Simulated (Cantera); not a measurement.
Feed: 1 mol Si3N4, 0.012 mol N2O, 500 mol N2, at 1950 °C and 0.610 Pa.

Cantera equilibrium calculation (NASA polynomials, part measured and part estimated; ideal gas, pure solids and liquids). Candidate condensed phases: Si, SiO2, Si2N2O, Si3N4; 16 gas species. The numbers say what is thermodynamically allowed, not how fast it happens.

Base state: N2 0.994, Si 0.00591, SiO 2.38e-5 (mole fractions); condensed: gas only.

What changes in the equilibrium state with this change: Si3N4 replaced by SiC?


```
species   before     after
-------  -------  --------
N2         0.994     0.996
Si       0.00591   0.00195
CN             0   0.00147
C              0  0.000177
C3             0   6.61e-5
SiC2           0   4.55e-5
CO             0   2.39e-5
SiO      2.38e-5     <1e-9
```
Further candidate phases: C, SiC.
